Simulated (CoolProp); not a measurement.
Properties of methane along the isotherm 244.7 K.

Model: reference Helmholtz-energy equation of state, Setzmann 1991, in CoolProp.

| p (MPa) | phase | density (kg/m³) | speed of sound (m/s) | viscosity (µPa s) | conductivity (mW/(m K)) |
|---|---|---|---|---|---|
| 0.00727 | gas | 0.05734 | 409.4 | 9.43 | 27.1 |
| 0.0165 | gas | 0.1302 | 409.3 | 9.43 | 27.1 |
| 0.0377 | gas | 0.2976 | 409.2 | 9.43 | 27.1 |
| 0.0857 | gas | 0.6777 | 408.8 | 9.44 | 27.1 |
| 0.195 | gas | 1.548 | 408.1 | 9.45 | 27.2 |
| 0.444 | gas | 3.555 | 406.3 | 9.48 | 27.4 |
| 1.01 | gas | 8.249 | 402.4 | 9.56 | 27.9 |
| 2.3 | gas | 19.71 | 393.9 | 9.81 | 29.2 |

Viscosity comes from a separate model (Quiñones-Cisneros 2006). Thermal conductivity comes from a separate model (Friend 1989).
